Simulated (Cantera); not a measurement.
Adiabatic ignition

An adiabatic, constant-volume homogeneous reactor starts with 1.31 % CH₄, 0.210 % C₂H₆, 0.643 % C₃H₈, 20.6 % O₂, 77.2 % N₂, at 1600 K and 5.70 bar.

Model: GRI-Mech 3.0 (53 species, 325 reactions), integrated in Cantera. GRI-Mech 3.0 was tuned for natural gas; its chemistry of propane as a main component is partial and can be far from experiment.

| t (s) | T (K) | P (bar) | x CH₄ | x C₂H₆ | x C₃H₈ | x CO₂ | x H | x O |
|---|---|---|---|---|---|---|---|---|
| 4.00e-6 | 1598 | 5.70 | 0.0127 | 0.00193 | 0.00520 | 1.55e-5 | 2.14e-5 | 1.42e-5 |
| 1.32e-5 | 2015 | 7.38 | 0.00134 | 2.62e-6 | 7.34e-8 | 0.00313 | 0.00137 | 0.00248 |
| 4.35e-5 | 2441 | 8.79 | <1e-12 | <1e-12 | <1e-12 | 0.0348 | 0.000140 | 0.00171 |
| 0.000143 | 2450 | 8.82 | <1e-12 | <1e-12 | <1e-12 | 0.0353 | 0.000104 | 0.00142 |
| 0.000473 | 2448 | 8.81 | <1e-12 | <1e-12 | <1e-12 | 0.0353 | 0.000103 | 0.00140 |
| 0.00156 | 2443 | 8.79 | <1e-12 | <1e-12 | <1e-12 | 0.0353 | 9.98e-5 | 0.00136 |
| 0.00514 | 2431 | 8.74 | <1e-12 | <1e-12 | <1e-12 | 0.0354 | 9.21e-5 | 0.00127 |
| 0.0169 | 2416 | 8.69 | <1e-12 | <1e-12 | <1e-12 | 0.0355 | 8.36e-5 | 0.00116 |
| 0.0558 | 2412 | 8.68 | <1e-12 | <1e-12 | <1e-12 | 0.0355 | 8.18e-5 | 0.00114 |
| 0.184 | 2412 | 8.68 | <1e-12 | <1e-12 | <1e-12 | 0.0355 | 8.18e-5 | 0.00114 |
| 0.607 | 2412 | 8.68 | <1e-12 | <1e-12 | <1e-12 | 0.0355 | 8.18e-5 | 0.00114 |
| 2.00 | 2412 | 8.68 | <1e-12 | <1e-12 | <1e-12 | 0.0355 | 8.18e-5 | 0.00114 |
x: mole fraction; the columns are a selection and need not sum to one.

- time of steepest temperature rise: 13.1 µs
- temperature at 2.00 s: 2412 K
- equilibrium temperature: 2412 K
- x(CH₄) at 2.00 s: <1e-12 (gas-phase equilibrium <1e-12)
- x(C₂H₆) at 2.00 s: <1e-12 (gas-phase equilibrium <1e-12)
- x(C₃H₈) at 2.00 s: <1e-12 (gas-phase equilibrium <1e-12)
